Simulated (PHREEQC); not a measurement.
Solution (10 °C): 130 mmol/kgw ZnSO4, 64 mmol/kgw Na2SO4 and 90 mmol/kgw HCl. Closed to the air; pH follows from the charge balance.

Equilibrium calculation in PHREEQC: ion-association model, phreeqc.dat.

Each row changes one thing in this solution. This is a speciation only: nothing precipitates in the calculation.

| case | pH | ionic strength (mol/kgw) | Na+ (mol/kgw) | Zn+2 (mol/kgw) | SO4-2 (mol/kgw) | HSO4- (mol/kgw) | SI of Halite (NaCl) |
|---|---|---|---|---|---|---|---|
| as made | 1.47 | 0.454 | 0.120 | 0.0687 | 0.0622 | 0.0456 | -3.85 |
| temperature from 10 to 40 °C | 1.60 | 0.432 | 0.120 | 0.0670 | 0.0573 | 0.0573 | -3.91 |
| diluted 5-fold with water | 2.02 | 0.104 | 0.0248 | 0.0155 | 0.0196 | 0.00643 | -5.13 |
| Na2SO4 from 0.064 to 0.128 mol/kgw | 1.53 | 0.573 | 0.235 | 0.0599 | 0.0910 | 0.0516 | -3.57 |
| diluted 10-fold with water | 2.26 | 0.0562 | 0.0125 | 0.00839 | 0.0116 | 0.00253 | -5.68 |
| temperature from 10 to 20 °C | 1.50 | 0.446 | 0.120 | 0.0682 | 0.0605 | 0.0492 | -3.87 |
| temperature from 10 to 60 °C | 1.73 | 0.418 | 0.120 | 0.0651 | 0.0548 | 0.0656 | -3.97 |

Species that the database lacks are ignored. Constants without temperature data keep their 25 °C values here.
